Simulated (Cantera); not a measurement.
Input: 1 mol CHF3, 0.55 mol H2, 0.24 mol CH4, equilibrated at 47.0 Pa.

These are equilibrium values from Cantera (NASA tables, ideal gas, pure condensed phases), not measurements of a reactor. Candidate condensed phases: C, C6H6, C7H8, C8H18; 110 gas species. Ions and electrons are included (thermal ionisation). Kinetics and transport are ignored.

Problem. Which condensed phases are stable at each of these points (T (K)): 2000, 2250, 2500, 2750, 3000, 3250, 3500, 3750, 4000, 4250, 4500, 4750, 5000?

Solution. 
```json
[
 {"T (K)": "2000", "condensed phases": "C(graphite)", "C condensed (%)": "100.0"},
 {"T (K)": "2250", "condensed phases": "C(graphite)", "C condensed (%)": "100.0"},
 {"T (K)": "2500", "condensed phases": "C(graphite)", "C condensed (%)": "98.6"},
 {"T (K)": "2750", "condensed phases": "C(graphite)", "C condensed (%)": "58.3"},
 {"T (K)": "3000", "condensed phases": "gas only", "C condensed (%)": "0.0"},
 {"T (K)": "3250", "condensed phases": "gas only", "C condensed (%)": "0.0"},
 {"T (K)": "3500", "condensed phases": "gas only", "C condensed (%)": "0.0"},
 {"T (K)": "3750", "condensed phases": "gas only", "C condensed (%)": "0.0"},
 {"T (K)": "4000", "condensed phases": "gas only", "C condensed (%)": "0.0"},
 {"T (K)": "4250", "condensed phases": "gas only", "C condensed (%)": "0.0"},
 {"T (K)": "4500", "condensed phases": "gas only", "C condensed (%)": "0.0"},
 {"T (K)": "4750", "condensed phases": "gas only", "C condensed (%)": "0.0"},
 {"T (K)": "5000", "condensed phases": "gas only", "C condensed (%)": "0.0"}
]
```

From 2000 K to 2750 K the condensed part is C(graphite). From 3000 K to 5000 K nothing is condensed.
